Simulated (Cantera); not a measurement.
A perfectly stirred reactor is fed with CH3OH : O2 : N2 = 1 : 3.19 : 12 (molar parts), at 975 Torr; it is adiabatic with a 500 K inlet, and is followed from long to short residence time, starting on the burning branch (τ in s: 0.029, 0.0093, 0.003, 0.00097, 0.00031, 0.0001, 3.3e-05, 1.1e-05, 3.4e-06).

Computed with Cantera and GRI-Mech 3.0 (53 species, 325 reactions). GRI-Mech 3.0 was tuned for natural gas; its chemistry of methanol as a main component is partial and can be far from experiment.

**Question.** What does this change do: inlet temperature 500 to 650 K?

**Answer.** 
| quantity | before | after |
|---|---|---|
| blow-out, bracketed by the residence times tried | burning at 3.00 ms, out at 0.970 ms | burning at 0.970 ms, out at 0.310 ms |
| x(CH3OH) at τ = 29.0 ms | 1.31e-5 | 7.99e-6 |
| x(O2) at τ = 29.0 ms | 0.101 | 0.101 |
| x(HO2) at τ = 29.0 ms | 7.87e-6 | 4.79e-6 |
| x(HCN) at τ = 29.0 ms | 1.87e-11 | 5.18e-11 |
| x(CO) at τ = 29.0 ms | 0.000732 | 0.000604 |
| x(CH3OH) at τ = 0.310 ms | 0.0618 | 0.0618 |
| x(O2) at τ = 0.310 ms | 0.197 | 0.197 |
| x(HO2) at τ = 0.310 ms | <1e-12 | <1e-12 |
| x(HCN) at τ = 0.310 ms | <1e-12 | <1e-12 |
| x(CO) at τ = 0.310 ms | <1e-12 | <1e-12 |

**Question.** What does this change do: N2 12 to 9 parts?

**Answer.** 
```
quantity                                                                       before                                 after
------------------------------------------------  -----------------------------------  ------------------------------------
blow-out, bracketed by the residence times tried  burning at 3.00 ms, out at 0.970 ms  burning at 0.310 ms, out at 0.100 ms
x(CH3OH) at τ = 29.0 ms                                                       1.31e-5                               6.85e-6
x(O2) at τ = 29.0 ms                                                            0.101                                 0.123
x(HO2) at τ = 29.0 ms                                                         7.87e-6                               4.33e-6
x(HCN) at τ = 29.0 ms                                                        1.87e-11                              9.74e-11
x(CO) at τ = 29.0 ms                                                         0.000732                              0.000618
x(CH3OH) at τ = 0.310 ms                                                       0.0618                              0.000224
x(O2) at τ = 0.310 ms                                                           0.197                                 0.129
x(HO2) at τ = 0.310 ms                                                         <1e-12                              0.000116
x(HCN) at τ = 0.310 ms                                                         <1e-12                               1.86e-9
x(CO) at τ = 0.310 ms                                                          <1e-12                                0.0145
```
